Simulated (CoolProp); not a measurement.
Vapour pressure (bar) of R236FA: the reference equation beside estimates from Tc = 124.9 °C, pc = 31.91 bar, ω = 0.377. Clausius-Clapeyron is anchored at 49.75 °C with a constant enthalpy of vaporisation of 19.76 kJ/mol.

Model: reference Helmholtz-energy equation of state, Pan 2012, in CoolProp.

```tsv
T (°C)	reference	Clausius-Clapeyron	Redlich-Kwong	Soave-Redlich-Kwong
31.25	3.334	3.699	5.641	3.354
34.95	3.745	4.063	6.174	3.772
38.65	4.194	4.453	6.740	4.229
42.35	4.682	4.869	7.341	4.727
46.05	5.212	5.313	7.979	5.268
49.75	5.787	5.787	8.653	5.855
53.45	6.408	6.290	9.366	6.490
57.15	7.079	6.824	10.12	7.176
60.75	7.781	7.375	10.89	7.894
64.45	8.556	7.973	11.72	8.687
68.15	9.388	8.606	12.59	9.538
71.85	10.28	9.273	13.51	10.45
75.55	11.23	9.977	14.47	11.43
79.25	12.25	10.72	15.48	12.47
82.95	13.34	11.50	16.53	13.58
```

Absolute difference from the reference over all 15 rows, mean and median: Clausius-Clapeyron 7.0 and 6.8 %, Redlich-Kwong 44.3 and 43.0 %, Soave-Redlich-Kwong 1.3 and 1.4 %.
